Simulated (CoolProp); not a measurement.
Vapour pressure (MPa) of propane: the reference equation beside estimates from Tc = 369.9 K, pc = 4.251 MPa, ω = 0.152.

Computed with CoolProp (reference Helmholtz-energy equation of state, Lemmon 2009).

```tsv
T (K)	reference	Lee-Kesler	Peng-Robinson
253.9	___	0.2508	0.2508
259.3	0.3034	0.3034	0.3027
264.7	0.3633	0.3639	0.3625
270.1	0.4318	0.4329	0.4307
275.5	___	0.5112	___
280.9	0.5970	0.5993	0.5958
286.3	___	0.6981	0.6941
291.7	0.8050	0.8083	0.8040
297.1	0.9269	___	0.9264
302.5	1.062	1.066	1.062
307.9	___	1.215	1.212
313.3	1.374	1.378	1.377
```

Question: What belongs in the gaps?

Answer: 
- 253.9, reference: 0.2512
- 275.5, reference: 0.5094
- 275.5, Peng-Robinson: 0.5082
- 286.3, reference: 0.6953
- 297.1, Lee-Kesler: 0.9306
- 307.9, reference: 1.211

Absolute difference from the reference over all 12 rows, mean and median: Lee-Kesler 0.3 and 0.3 %, Peng-Robinson 0.2 and 0.2 %.
